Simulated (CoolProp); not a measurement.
Properties of isobutane along the isotherm 280.8 K (Tc = 407.8 K, pc = 3.629 MPa, ω = 0.184).

Model: reference Helmholtz-energy equation of state, Bücker 2006, in CoolProp.

```
p (MPa)   phase  density (kg/m³)  Joule-Thomson coefficient (K/MPa)  isothermal compressibility (1/MPa)  viscosity (µPa s)
-------  ------  ---------------  ---------------------------------  ----------------------------------  -----------------
0.111       gas            2.865                              26.95                               9.355               7.07
0.252    liquid            571.8                            -0.3142                            0.002980                182
0.573    liquid            572.3                            -0.3172                            0.002950                183
1.3      liquid            573.5                            -0.3237                            0.002883                185
2.97     liquid            576.2                            -0.3375                            0.002743                190
6.76     liquid            582.0                            -0.3641                            0.002476                200
15.4     liquid            593.3                            -0.4078                            0.002041                222
35       liquid            613.8                            -0.4632                            0.001486                270
```

Viscosity comes from a separate model (Vogel 2000).
